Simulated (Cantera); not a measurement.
# Equilibrium for chlorosilane synthesis and conversion: SiCl₄ + HCl + H₂

Input: 1 mol SiCl₄, 1.1 mol HCl, 9.1 mol H₂, equilibrated at 1352 °C.

Cantera equilibrium calculation (NASA polynomials, part measured and part estimated; ideal gas, pure solids and liquids). Candidate condensed phases: Si; 19 gas species. The tables' values for SiCl₃ are old estimates; treat these amounts as uncertain. The numbers say what is thermodynamically allowed, not how fast it happens.

From 0.100 bar to 30.0 bar nothing is condensed. The main Si-bearing gas is SiCl₂ at 0.100 bar and SiCl₄ at 30.0 bar.

```
P (Pa)    x H₂  x HCl  x SiCl₂  x SiCl₄  x SiHCl₃  x SiCl₃
-------  -----  -----  -------  -------  --------  -------
10000    0.674  0.243   0.0716  0.00205  0.000889  0.00795
19000    0.679  0.238   0.0675  0.00351   0.00156   0.0101
36000    0.685  0.231   0.0622  0.00573   0.00265   0.0124
67000    0.693  0.223   0.0557  0.00879   0.00426   0.0145
130000   0.703  0.212   0.0476   0.0130   0.00672   0.0163
240000   0.714  0.201   0.0394   0.0176   0.00974   0.0173
450000   0.724  0.190   0.0309   0.0227    0.0135   0.0173
840000   0.734  0.179   0.0229   0.0275    0.0176   0.0165
1600000  0.743  0.170   0.0158   0.0321    0.0219   0.0148
3000000  0.750  0.162   0.0104   0.0358    0.0258   0.0126
```
x: gas mole fraction; nothing condenses.
